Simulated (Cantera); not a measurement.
# Adiabatic ignition

An adiabatic, constant-volume homogeneous reactor starts with 8.28 % CH4, 1.66 % CO, 20.0 % O2, 68.0 % N2, 2.15 % H2O, equivalence ratio 0.87, at 1150 K and 1.00 bar.

Detailed kinetics in Cantera: GRI-Mech 3.0 (53 species, 325 reactions).

```
t (s)     T (K)  P (bar)   x CH4    x CO    x O2    x NO2      x H2    x CH3    x NO
--------  -----  -------  ------  ------  ------  -------  --------  -------  ------
5.00e-6    1150     1.00  0.0828  0.0166   0.200   <1e-12  6.22e-12  1.93e-9  <1e-12
1.10e-5    1150     1.00  0.0828  0.0166   0.200   <1e-12  1.92e-11  4.52e-9  <1e-12
2.41e-5    1150     1.00  0.0828  0.0166   0.200   <1e-12  5.26e-11  1.03e-8  <1e-12
5.28e-5    1150     1.00  0.0828  0.0166   0.200   <1e-12  1.48e-10  2.32e-8  <1e-12
0.000116   1150     1.00  0.0828  0.0166   0.200   <1e-12  4.66e-10  5.28e-8  <1e-12
0.000254   1150     1.00  0.0828  0.0166   0.200   <1e-12   1.77e-9  1.25e-7  <1e-12
0.000558   1150     1.00  0.0828  0.0166   0.200   <1e-12   8.19e-9  3.16e-7  <1e-12
0.00122    1150     1.00  0.0828  0.0166   0.200   <1e-12   4.61e-8  8.74e-7  <1e-12
0.00269    1150     1.00  0.0828  0.0166   0.200   <1e-12   2.86e-7  2.37e-6  <1e-12
0.00590    1150     1.00  0.0828  0.0166   0.199   <1e-12   1.49e-6  4.17e-6  <1e-12
0.0129     1150     1.00  0.0827  0.0166   0.199   <1e-12   5.80e-6  5.08e-6  <1e-12
0.0284     1152     1.00  0.0825  0.0166   0.199   <1e-12   2.38e-5  6.86e-6  <1e-12
0.0623     1160     1.01  0.0815  0.0167   0.199   <1e-12  0.000173  1.35e-5  <1e-12
0.137      2770     2.47  <1e-12  0.0310  0.0331  5.51e-6    0.0109   <1e-12  0.0128
0.300      2770     2.47  <1e-12  0.0310  0.0331  5.51e-6    0.0109   <1e-12  0.0128
```
x: mole fraction; the columns are a selection and need not sum to one.

time of steepest temperature rise: 93.5 ms
temperature at 0.300 s: 2770 K
equilibrium temperature: 2770 K
x(CH4) at 0.300 s: <1e-12 (gas-phase equilibrium <1e-12)
x(CO) at 0.300 s: 0.0310 (gas-phase equilibrium 0.0310)
x(O2) at 0.300 s: 0.0331 (gas-phase equilibrium 0.0331)
